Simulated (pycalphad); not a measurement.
An equivalent pycalphad script:

```python
from pycalphad import Database, equilibrium, calculate, variables as v
import numpy as np
db = Database('COST507.tdb')
comps = ['AL', 'MN', 'SI', 'VA']
phases = ['AL11MN4', 'AL12MN', 'AL4MN', 'AL6MN', 'AL8MN5_D810', 'ALMNSI_ALPHA', 'ALMNSI_BETA', 'ALMNSI_DELTA', 'BCC_A2', 'CBCC_A12', 'CUB_A13', 'DIAMOND_A4', 'FCC_A1', 'HCP_A3', 'LIQUID', 'MN11SI19', 'MN3SI', 'MN5SI3', 'MN6SI', 'MN9SI2', 'MNSI']
eq = equilibrium(db, comps, phases, {v.X('MN'): 0.0171, v.X('SI'): 0.0122, v.T: np.arange(1850, 499, -25), v.P: 101325, v.N: 1}, output=['HM', 'SM'])
```

All values are pycalphad results on the COST 507 light-alloy database (1999) (1 atm), not direct measurements. These are 1990s assessments: newer ones move some temperatures and phases. Amounts are mole fractions of atoms. Kinetics are ignored, which matters at the lower temperatures.

Results at three of the temperatures:

```
T = 900.00 K, P = 101325 Pa, N = 1 mol of atoms
G = -37464 J/mol, H = 15019 J/mol, S = 58.31 J/(mol K)  (SER reference)
chemical potentials (J/mol): Al -35899, Mn -123790, Si -41006
phase             fraction      x(Al)      x(Mn)      x(Si)
FCC_A1              0.9128     0.9950     0.0021     0.0029
ALMNSI_ALPHA        0.0872     0.7166     0.1739     0.1094
```

```
T = 675.00 K, P = 101325 Pa, N = 1 mol of atoms
G = -25349 J/mol, H = 7883 J/mol, S = 49.23 J/(mol K)  (SER reference)
chemical potentials (J/mol): Al -23616, Mn -125858, Si -22350
phase             fraction      x(Al)      x(Mn)      x(Si)
FCC_A1              0.9019     0.9990   3.67e-05   0.000923
ALMNSI_ALPHA        0.0981     0.7102     0.1739     0.1158
```

```
T = 625.00 K, P = 101325 Pa, N = 1 mol of atoms
G = -22942 J/mol, H = 6436 J/mol, S = 47.01 J/(mol K)  (SER reference)
chemical potentials (J/mol): Al -21172, Mn -126779, Si -18225
phase             fraction      x(Al)      x(Mn)      x(Si)
FCC_A1              0.9017     0.9993   9.72e-06   0.000669
ALMNSI_ALPHA        0.0983     0.7081     0.1739     0.1180
```

Changes of the phase set, refined by bisection:

```
T (°C)                         phases above                         phases below
------  -----------------------------------  -----------------------------------
697.8                                liquid                 ALMNSI_BETA + liquid
681.5                  ALMNSI_BETA + liquid  ALMNSI_ALPHA + ALMNSI_BETA + liquid
679.0   ALMNSI_ALPHA + ALMNSI_BETA + liquid                ALMNSI_ALPHA + liquid
652.9                 ALMNSI_ALPHA + liquid          ALMNSI_ALPHA + fcc + liquid
640.2           ALMNSI_ALPHA + fcc + liquid                   ALMNSI_ALPHA + fcc
270.1                    ALMNSI_ALPHA + fcc    ALMNSI_ALPHA + diamond (Si) + fcc
```

Database names, with the compositions (at.%) that they take in these runs: ALMNSI_ALPHA: Al 71-74 Mn 17 Si 8-12. FCC_A1 is fcc.
